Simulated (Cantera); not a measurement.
What does this Cantera script print?

```python
import numpy as np
import cantera as ct

gas_names = """
    CL CL2 H HCL H2 Si SiCL SiCL2 SiCL3 SiCL4 SiH SiHCL3 SiH2 SiH2CL2 SiH3 SiH3CL SiH4 Si2 Si3
""".split()
cond_names = """
    Si(cr) Si(L)
""".split()


# ... load() reads the species with a 1 bar reference pressure and builds the phases ...
atoms = {
    'SiCl4': {'Si': 1, 'CL': 4},
    'H2': {'H': 2},
    'HCl': {'H': 1, 'CL': 1},
}
top_T = {}  # K; cautious upper limits of use, not melting points


# ... equilibrate(T, P, feed) seeds the gas with the atoms and calls Mixture.equilibrate('TP', solver="vcs", rtol=1e-11, max_steps=5000) ...
results = []
feed = {'SiCl4': 1, 'H2': 9.3, 'HCl': 2.8}  # mol
P = 13332.2  # Pa
for T in [1075, 1125, 1175, 1225, 1275, 1325, 1375, 1425, 1475]:
    mix = equilibrate(T, P, feed)
    results.append((T, P, feed, dict(zip(mix.species_names, mix.species_moles))))

top = {s: max(r[3][s] / sum(r[3][g] for g in gas_names) for r in results) for s in gas_names}
cols = sorted((s for s in top if top[s] > 1e-06), key=lambda s: -top[s])[:8]
seen = [c for c in cond_names if any(r[3].get(c, 0) > 1e-12 for r in results)]
print("log10 of partial pressures in bar; condensed amounts in mol")
print(f"{'T/K':>10s}" + "".join(f"{s[:9]:>10s}" for s in cols + seen))
for T, P, feed, n in results:
    ng = sum(n[g] for g in gas_names)
    print(f"{T:10.4g}" + "".join(f"{np.log10(max(n[s] / ng * P / 1e5, 1e-99)):10.3f}" for s in cols)
          + "".join(f"{n.get(c, 0):10.4g}" for c in seen))
```

Result:

```
log10 of partial pressures in bar; condensed amounts in mol
       T/K        H2       HCL     SiCL4     SiCL2     SiCL3    SiHCL3   SiH2CL2         H
      1075    -1.026    -1.538    -2.012    -5.314    -4.263    -3.406    -5.731    -8.346
      1125    -1.027    -1.535    -2.023    -4.691    -3.902    -3.275    -5.439    -7.866
      1175    -1.029    -1.529    -2.039    -4.134    -3.582    -3.166    -5.185    -7.426
      1225    -1.032    -1.520    -2.066    -3.646    -3.305    -3.084    -4.975    -7.022
      1275    -1.036    -1.505    -2.111    -3.232    -3.078    -3.036    -4.819    -6.651
      1325    -1.044    -1.484    -2.182    -2.898    -2.907    -3.032    -4.726    -6.308
      1375    -1.053    -1.457    -2.284    -2.642    -2.794    -3.075    -4.695    -5.992
      1425    -1.064    -1.430    -2.422    -2.455    -2.736    -3.162    -4.718    -5.698
      1475    -1.074    -1.406    -2.594    -2.322    -2.724    -3.285    -4.781    -5.424
```

Equilibrium computed with Cantera from the NASA thermochemical tables; the gas is ideal and each condensed phase is pure. The tables' values for SiCl3 are old estimates; treat these amounts as uncertain.
